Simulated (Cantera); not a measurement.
Feed: 1 mol Si₂Cl₆, 0.9 mol N₂, at 1925 K and 25.0 Pa.

Cantera equilibrium calculation (NASA polynomials, part measured and part estimated; ideal gas, pure solids and liquids). Candidate condensed phases: Si, Si₃N₄; 13 gas species. The feed counts by its element totals alone. The tables' values for SiCl₃, SiCl are old estimates; treat these amounts as uncertain. The numbers say what is thermodynamically allowed, not how fast it happens.

Base state: Cl 0.398, SiCl₂ 0.397, N₂ 0.187, SiCl₃ 0.0166, SiCl₄ 0.000899, SiCl 0.000824, Si 0.000138, Cl₂ 0.000132 (mole fractions); condensed: gas only.

### Question
What changes in the equilibrium state with this change: Si₂Cl₆ replaced by SiHCl₃?

### Answer
```json
[
 {"species": "SiCl₂", "before": "0.397", "after": "0.320"},
 {"species": "N₂", "before": "0.187", "after": "0.296"},
 {"species": "HCl", "before": "0", "after": "0.264"},
 {"species": "Cl", "before": "0.398", "after": "0.0726"},
 {"species": "H₂", "before": "0", "after": "0.0274"},
 {"species": "H", "before": "0", "after": "0.0100"},
 {"species": "SiCl₃", "before": "0.0166", "after": "0.00244"},
 {"species": "SiCl₄", "before": "0.000899", "after": "2.42e-5"},
 {"species": "Cl₂", "before": "0.000132", "after": "4.40e-6"},
 {"species": "Si", "before": "0.000138", "after": "0.00333"}
]
```
The tables' values for SiCl, SiCl₃ are old estimates; treat these amounts as uncertain. Further candidate phases: NH₄Cl.
